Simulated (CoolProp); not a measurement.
A simple Rankine cycle with chloromethane (R40): condensing at 329.15 K, boiler at 5.71 MPa, turbine inlet 408.2 K, turbine efficiency 0.85, pump efficiency 0.8, no recuperator. Each further row changes one setting.

Model: reference Helmholtz-energy equation of state, Thol 2014, in CoolProp.

| case | thermal efficiency (%) | net work (kJ/kg) | heat in (kJ/kg) | turbine exit temperature (K) | volume ratio over the turbine |
|---|---|---|---|---|---|
| as stated | 12.3 | 38.4 | 312 | 329.1 | 4.71 |
| turbine inlet 428.2 K | 13.1 | 47.5 | 363 | 329.1 | 4.07 |
| condensing temperature 321.15 K | 13.5 | 44.1 | 326 | 321.1 | 5.68 |
| boiler pressure 4 MPa | 10.7 | 39.6 | 369 | 329.1 | 2.80 |
| turbine efficiency 0.75 | 10.6 | 33.2 | 312 | 329.1 | 4.80 |

The expansion ends wet for: as stated; turbine inlet 428.2 K; condensing temperature 321.15 K; boiler pressure 4 MPa; turbine efficiency 0.75.
